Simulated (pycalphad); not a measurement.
CALPHAD calculation (pycalphad, COST 507 light-alloy database (1999)), 1 atm. The data set is of 1999 and partly superseded. Kinetics are ignored, which matters at the lower temperatures.

Task: How does the equilibrium phase assembly of Al-21.45N (at.%) change on cooling from 2627 °C to 227 °C?

Result: 
```
T (°C)  phases above  phases below
------  ------------  ------------
2494.0           gas  gas + liquid
2434.6  gas + liquid  ALN + liquid
660.2   ALN + liquid     ALN + fcc
```
Changes were sought between steps of 100 K, so a narrower field can be missed. At the top of the range, 2627 °C, the alloy is not yet fully liquid: it holds gas.

Database names, with the compositions (at.%) that they take in these runs: ALN: Al 50 N 50.
